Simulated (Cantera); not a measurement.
Feed: 1 mol (CH3)2SiCl2, 0.41 mol CH4, 1 mol H2, at 1950 K and 13.3 mbar.

Equilibrium computed with Cantera from the NASA thermochemical tables; the gas is ideal and each condensed phase is pure. Candidate condensed phases: C, C6H6, C7H8, C8H18, Si, SiC; 109 gas species. The feed counts by its element totals alone. The tables' values for SiCl3, SiCl are old estimates; treat these amounts as uncertain. Kinetics and transport are ignored.

Base state: H2 0.666, HCl 0.306, SiCl2 0.0162, H 0.00810, Cl 0.00279, C2H2 (acetylene) 0.000364, SiCl3 0.000193, SiCl 0.000133 (mole fractions); condensed: C(graphite) + SiC(s).

Question: What changes in the equilibrium state with this change: temperature from 1950 K to 1325 K?

Answer: 
| species | before | after |
|---|---|---|
| H2 | 0.666 | 0.663 |
| HCl | 0.306 | 0.333 |
| SiCl2 | 0.0162 | 0.00154 |
| H | 0.00810 | 1.15e-5 |
| Si | 8.10e-5 | <1e-9 |
| SiCl | 0.000133 | 4.42e-9 |
| C2H2 (acetylene) | 0.000364 | 5.64e-7 |
| Cl | 0.00279 | 4.85e-6 |
| SiCl4 | 2.86e-6 | 0.00150 |
| C(graphite), mol | 1.50 | 1.43 |
| SiC(s), mol | 0.903 | 0.978 |
The tables' values for SiCl3 are old estimates; treat these amounts as uncertain.
